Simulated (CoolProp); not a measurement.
Vapour-liquid equilibrium of CHF3 (R23) (1) + R125 (2) at 255 K; x and y are mole fractions of (1).

Computed with CoolProp (multi-fluid Helmholtz-energy mixture model, Penoncello 2003 and Lemmon 2005; pair parameters Bell 2016).

```csv
x,bubble pressure (MPa),y at the bubble point,dew pressure at overall composition x (MPa),liquid density (mol/L)
0.05,0.4084,0.147,0.3761,11.85
0.2,0.5580,0.450,0.4286,12.45
0.35,(withheld),(withheld),0.4980,13.09
0.5,0.8818,0.760,0.5936,(withheld)
0.65,1.052,0.850,0.7329,14.53
0.8,1.228,0.921,0.9505,15.33
0.95,1.413,0.981,1.312,16.20
```

Q: Some entries are withheld; supply them.

A: 
- 0.35, bubble pressure (MPa): 0.7169
- 0.35, y at the bubble point: 0.636
- 0.5, liquid density (mol/L): 13.78

No azeotrope shows between x = 0.05 and 0.95.

Pair parameters are fitted to limited data, so mixtures are less certain than the pure fluids.
